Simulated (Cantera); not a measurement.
Charge: 1 mol BN, 0.16 mol N2, equilibrated at 1 atm.

Method: chemical equilibrium by Gibbs-energy minimisation in Cantera with the NASA 1993 tables (ideal gas, pure condensed phases). Candidate condensed phases: B, BN; 5 gas species. Equilibrium is a limit: real reactors are often held back by kinetics, nucleation or transport.

Over these rows the condensed part is BN(s). Partial pressures as log10 of bar:

| T (K) | 1000/T (1/K) | log p B | log p N2 |
|---|---|---|---|
| 2200 | 0.4545 | -6.94 | 0.01 |
| 2300 | 0.4348 | -6.12 | 0.01 |
| 2400 | 0.4167 | -5.36 | 0.01 |
| 2500 | 0.4000 | -4.67 | 0.01 |
| 2600 | 0.3846 | -4.03 | 0.01 |
| 2700 | 0.3704 | ? | 0.01 |

Q: Fit log p(B) = a + b·(1000/T) to the five rows, give the apparent enthalpy, and predict the row at 2700 K.

A: Means: 1000/T = 0.4181, log p = -5.424. Sxy = -0.127242, Sxx = 0.0030557, so b = -41.64 and a = -5.424 − (-41.64)×0.4181 = 11.99.
Apparent enthalpy: −19.145 × (-41.64) = 797 kJ/mol. With the condensed phases at unit activity, BN(s) = B(g) + 1/2 N2(g) links this pressure to the main gases: over the six rows their terms move log p by +0.00 in all, so the slope is close to that reaction's ΔH°. The five rows lie within 0.01 of the line.
Prediction at 2700 K: 11.99 + (-41.64)×0.3704 = -3.43. The computed value is -3.44, 0.01 from the line.
